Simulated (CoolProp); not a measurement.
Saturation properties of chloromethane (R40).

Model: reference Helmholtz-energy equation of state, Thol 2014, in CoolProp.

```json
[
 {"T (°C)": "-3.85", "p (bar)": "2.258", "liquid density (kg/m³)": "967.4", "vapour density (kg/m³)": "5.415", "liquid cp (kJ/(kg K))": "1.584", "surface tension (mN/m)": "20.1"},
 {"T (°C)": "3.45", "p (bar)": "2.923", "liquid density (kg/m³)": "953.8", "vapour density (kg/m³)": "6.904", "liquid cp (kJ/(kg K))": "1.591", "surface tension (mN/m)": "18.9"},
 {"T (°C)": "10.75", "p (bar)": "3.729", "liquid density (kg/m³)": "939.9", "vapour density (kg/m³)": "8.691", "liquid cp (kJ/(kg K))": "1.600", "surface tension (mN/m)": "17.7"},
 {"T (°C)": "18.05", "p (bar)": "4.692", "liquid density (kg/m³)": "925.7", "vapour density (kg/m³)": "10.82", "liquid cp (kJ/(kg K))": "1.612", "surface tension (mN/m)": "16.5"},
 {"T (°C)": "25.35", "p (bar)": "5.832", "liquid density (kg/m³)": "911.1", "vapour density (kg/m³)": "13.32", "liquid cp (kJ/(kg K))": "1.627", "surface tension (mN/m)": "15.3"},
 {"T (°C)": "32.65", "p (bar)": "7.168", "liquid density (kg/m³)": "896.0", "vapour density (kg/m³)": "16.26", "liquid cp (kJ/(kg K))": "1.646", "surface tension (mN/m)": "14.2"},
 {"T (°C)": "39.95", "p (bar)": "8.720", "liquid density (kg/m³)": "880.5", "vapour density (kg/m³)": "19.69", "liquid cp (kJ/(kg K))": "1.668", "surface tension (mN/m)": "13.0"},
 {"T (°C)": "47.25", "p (bar)": "10.51", "liquid density (kg/m³)": "864.5", "vapour density (kg/m³)": "23.68", "liquid cp (kJ/(kg K))": "1.694", "surface tension (mN/m)": "11.9"},
 {"T (°C)": "54.55", "p (bar)": "12.55", "liquid density (kg/m³)": "847.8", "vapour density (kg/m³)": "28.30", "liquid cp (kJ/(kg K))": "1.726", "surface tension (mN/m)": "10.8"},
 {"T (°C)": "61.85", "p (bar)": "14.87", "liquid density (kg/m³)": "830.5", "vapour density (kg/m³)": "33.64", "liquid cp (kJ/(kg K))": "1.763", "surface tension (mN/m)": "9.76"},
 {"T (°C)": "69.15", "p (bar)": "17.49", "liquid density (kg/m³)": "812.5", "vapour density (kg/m³)": "39.82", "liquid cp (kJ/(kg K))": "1.808", "surface tension (mN/m)": "8.70"},
 {"T (°C)": "76.45", "p (bar)": "20.44", "liquid density (kg/m³)": "793.5", "vapour density (kg/m³)": "46.96", "liquid cp (kJ/(kg K))": "1.862", "surface tension (mN/m)": "7.67"},
 {"T (°C)": "83.75", "p (bar)": "23.73", "liquid density (kg/m³)": "773.4", "vapour density (kg/m³)": "55.24", "liquid cp (kJ/(kg K))": "1.930", "surface tension (mN/m)": "6.66"},
 {"T (°C)": "91.05", "p (bar)": "27.39", "liquid density (kg/m³)": "752.1", "vapour density (kg/m³)": "64.89", "liquid cp (kJ/(kg K))": "2.015", "surface tension (mN/m)": "5.68"},
 {"T (°C)": "98.35", "p (bar)": "31.45", "liquid density (kg/m³)": "729.0", "vapour density (kg/m³)": "76.21", "liquid cp (kJ/(kg K))": "2.128", "surface tension (mN/m)": "4.72"}
]
```

It boils at -24.0 °C under 1 atm.

Surface tension comes from a separate correlation (Mulero 2014).
